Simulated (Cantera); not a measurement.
An adiabatic, constant-volume homogeneous reactor starts with CO : H2 : O2 : N2 = 1 : 1.2 : 0.786 : 8.64 (molar parts), at 1775 K and 19.7 atm. Integrator tolerance rtol = 1e-08.

Computed with Cantera and GRI-Mech 3.0 (53 species, 325 reactions). The hydrogen kinetics of GRI-Mech 3.0 are dated; newer H2 mechanisms differ, most at raised pressure. The pressure lies above the range GRI-Mech 3.0 was tuned for (to about 10 atm).

Question: What does this change do: H2 1.2 to 3.5 parts?

Answer: 
```tsv
quantity	before	after
time of steepest temperature rise	0.790 µs	0.690 µs
temperature at 0.200 s	2856 K	2715 K
equilibrium temperature	2856 K	2715 K
x(CO) at 0.200 s	0.0487 (gas-phase equilibrium 0.0487)	0.0685 (gas-phase equilibrium 0.0685)
x(H2) at 0.200 s	0.0148 (gas-phase equilibrium 0.0148)	0.152 (gas-phase equilibrium 0.152)
x(O2) at 0.200 s	0.000950 (gas-phase equilibrium 0.000950)	4.49e-6 (gas-phase equilibrium 4.49e-6)
x(H2O2) at 0.200 s	2.15e-7 (gas-phase equilibrium 2.15e-7)	1.37e-8 (gas-phase equilibrium 1.37e-8)
x(NO2) at 0.200 s	6.38e-7 (gas-phase equilibrium 6.38e-7)	2.48e-9 (gas-phase equilibrium 2.48e-9)
```

Question: What does this change do: initial temperature 1775 to 1150 K?

Answer: 
| quantity | before | after |
|---|---|---|
| time of steepest temperature rise | 0.790 µs | 0.259 ms |
| temperature at 0.200 s | 2856 K | 2394 K |
| equilibrium temperature | 2856 K | 2394 K |
| x(CO) at 0.200 s | 0.0487 (gas-phase equilibrium 0.0487) | 0.0436 (gas-phase equilibrium 0.0436) |
| x(H2) at 0.200 s | 0.0148 (gas-phase equilibrium 0.0148) | 0.0146 (gas-phase equilibrium 0.0146) |
| x(O2) at 0.200 s | 0.000950 (gas-phase equilibrium 0.000950) | 1.36e-5 (gas-phase equilibrium 1.36e-5) |
| x(H2O2) at 0.200 s | 2.15e-7 (gas-phase equilibrium 2.15e-7) | 1.22e-8 (gas-phase equilibrium 1.22e-8) |
| x(NO2) at 0.200 s | 6.38e-7 (gas-phase equilibrium 6.38e-7) | 7.70e-9 (gas-phase equilibrium 7.70e-9) |

Question: What does this change do: CO 1 to 2.7 parts?

Answer: 
| quantity | before | after |
|---|---|---|
| time of steepest temperature rise | 0.790 µs | 0.877 µs |
| temperature at 0.200 s | 2856 K | 2783 K |
| equilibrium temperature | 2856 K | 2783 K |
| x(CO) at 0.200 s | 0.0487 (gas-phase equilibrium 0.0487) | 0.159 (gas-phase equilibrium 0.159) |
| x(H2) at 0.200 s | 0.0148 (gas-phase equilibrium 0.0148) | 0.0271 (gas-phase equilibrium 0.0271) |
| x(O2) at 0.200 s | 0.000950 (gas-phase equilibrium 0.000950) | 8.57e-5 (gas-phase equilibrium 8.57e-5) |
| x(H2O2) at 0.200 s | 2.15e-7 (gas-phase equilibrium 2.15e-7) | 4.08e-8 (gas-phase equilibrium 4.08e-8) |
| x(NO2) at 0.200 s | 6.38e-7 (gas-phase equilibrium 6.38e-7) | 5.09e-8 (gas-phase equilibrium 5.09e-8) |
